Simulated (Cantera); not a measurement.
Input: 1 mol Ti, a varied amount of C3H8, at 1923.15 K and 0.00790 bar.

Cantera equilibrium calculation (NASA polynomials, part measured and part estimated; ideal gas, pure solids and liquids). Candidate condensed phases: C, C6H6, C7H8, C8H18, Ti, TiC; 77 gas species. Mutual solubility and eutectic melting of coexisting phases are not modelled. TiC: taken at fixed stoichiometry. Condensed phases not in the tables: N, O or C dissolved in the metal. Kinetics and transport are ignored.

**Question.** At 0.12 mol C3H8, list the 3 most abundant gas species with their mole fractions, and the condensed phases.

**Answer.** H2 0.989, H 0.0106, Ti 0.000434. Condensed: Ti(β) + TiC(s).
